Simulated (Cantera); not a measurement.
An adiabatic, constant-pressure homogeneous reactor starts with CH₄ : CO : O₂ : N₂ = 1 : 0.31 : 2.48 : 20.8 (molar parts), at 1300 K and 1.01 bar. Integrator tolerance rtol = 1e-08.

Detailed kinetics in Cantera: GRI-Mech 3.0 (53 species, 325 reactions).

Q: What does this change do: constant volume in place of constant pressure?

A: 
| quantity | before | after |
|---|---|---|
| time of steepest temperature rise | 24.7 ms | 23.7 ms |
| temperature at 5.00 s | 2213 K | 2402 K |
| equilibrium temperature | 2213 K | 2402 K |
| x(CH₄) at 5.00 s | <1e-12 (gas-phase equilibrium <1e-12) | <1e-12 (gas-phase equilibrium <1e-12) |
| x(CO) at 5.00 s | 0.00294 (gas-phase equilibrium 0.00294) | 0.00636 (gas-phase equilibrium 0.00636) |
| x(O₂) at 5.00 s | 0.0128 (gas-phase equilibrium 0.0128) | 0.0135 (gas-phase equilibrium 0.0135) |
| x(H₂O) at 5.00 s | 0.0795 (gas-phase equilibrium 0.0795) | 0.0774 (gas-phase equilibrium 0.0774) |
| x(HO₂) at 5.00 s | 6.77e-7 (gas-phase equilibrium 6.77e-7) | 1.44e-6 (gas-phase equilibrium 1.44e-6) |
| x(CH₂) at 5.00 s | <1e-12 (gas-phase equilibrium <1e-12) | <1e-12 (gas-phase equilibrium <1e-12) |
| x(CO₂) at 5.00 s | 0.0505 (gas-phase equilibrium 0.0505) | 0.0469 (gas-phase equilibrium 0.0469) |
